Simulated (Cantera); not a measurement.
Input: 1 mol Si₃N₄, 1.8 mol N₂O, 62 mol H₂, at 1330 Pa.

Method: chemical equilibrium by Gibbs-energy minimisation in Cantera with the NASA 1993 tables (ideal gas, pure condensed phases). Candidate condensed phases: H₂O, Si, SiO₂, Si₂N₂O, Si₃N₄; 35 gas species. Mutual solubility and eutectic melting of coexisting phases are not modelled. The tables hold silica as quartz up to 1696 K and as liquid above; real silica turns to tridymite and cristobalite and melts near 1996 K. Kinetics and transport are ignored.

Question: At 1373 K, list the 4 most abundant gas species with their mole fractions, and the condensed phases.

Answer: H₂ 0.963, N₂ 0.0373, SiO 5.07e-5, H₂O 4.37e-5. Condensed: SiO₂(β-quartz) + Si₂N₂O(s).
